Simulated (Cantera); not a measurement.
**Low-pressure radical oxidation in H2/O2**

An isothermal, constant-pressure homogeneous reactor starts with 3.85 % H2, 96.2 % O2, at 1325 K and 2670 Pa.

Cantera simulation using the H2/O2 subset of GRI-Mech 3.0, which has no nitrogen chemistry; the numbers are that mechanism's predictions, not measurements. Radical loss at walls, strong at low pressure, is not modelled. The temperature is held fixed by assumption; the heat of reaction is taken as removed at once.

```
t (s)         x H2   x O2     x HO2      x OH       x O       x H    x H2O2
--------  --------  -----  --------  --------  --------  --------  --------
1.00e-6     0.0385  0.962  5.77e-10  2.15e-11  2.16e-11  5.55e-10    <1e-12
4.38e-6     0.0385  0.962   2.53e-9  3.72e-10  3.78e-10   2.16e-9    <1e-12
1.92e-5     0.0385  0.962   1.11e-8   5.00e-9   5.34e-9   6.73e-9  1.79e-12
8.41e-5     0.0385  0.962   4.86e-8   5.60e-8   6.83e-8   2.91e-8  3.38e-11
0.000368    0.0384  0.962   2.43e-7   7.94e-6   1.03e-5   3.41e-6  6.34e-10
0.00161   0.000591  0.929   3.83e-6   0.00402    0.0280   0.00404   1.10e-7
0.00707   0.000410  0.936   3.46e-6   0.00344    0.0218   0.00267   1.00e-7
0.0310    0.000171  0.951   2.42e-6   0.00224   0.00874  0.000685   8.23e-8
0.136      2.35e-5  0.959   7.80e-7  0.000835   0.00117   3.40e-5   3.77e-8
0.595      1.96e-6  0.961   1.21e-7  0.000242   9.76e-5   8.20e-7   9.09e-9
2.60       2.12e-7  0.961   3.00e-8   8.01e-5   1.06e-5   2.94e-8   1.76e-9
11.4       4.32e-8  0.961   3.41e-8   3.62e-5   2.17e-6   2.73e-9  5.01e-10
50.0       3.31e-8  0.961   3.74e-8   3.17e-5   1.66e-6   1.83e-9  4.15e-10
```
x: mole fraction; the columns are a selection and need not sum to one.

Equilibrium at this temperature and pressure: H2 3.31e-8, O2 0.961, HO2 3.74e-8, OH 3.17e-5, O 1.66e-6, H 1.83e-9, H2O2 4.15e-10 (gas phase only).
